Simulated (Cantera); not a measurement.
Feed: 1 mol SiCl4, 0.058 mol HCl, 59 mol H2, at 0.100 bar.

Cantera equilibrium calculation (NASA polynomials, part measured and part estimated; ideal gas, pure solids and liquids). Candidate condensed phases: Si; 19 gas species. Rates play no part.

Q: What share of the Si ends up in condensed phases as a function of T (K), at 1098, 1148, 1198, 1248, 1298, 1348, 1398, 1448, 1498, 1548, 1598, 1648?

A: 
```tsv
T (K)	Si condensed (%)	as
1098	21.5	Si(s)
1148	30.1	Si(s)
1198	37.7	Si(s)
1248	43.4	Si(s)
1298	46.8	Si(s)
1348	48.3	Si(s)
1398	48.6	Si(s)
1448	48.2	Si(s)
1498	47.6	Si(s)
1548	46.8	Si(s)
1598	45.9	Si(s)
1648	45.1	Si(s)
```
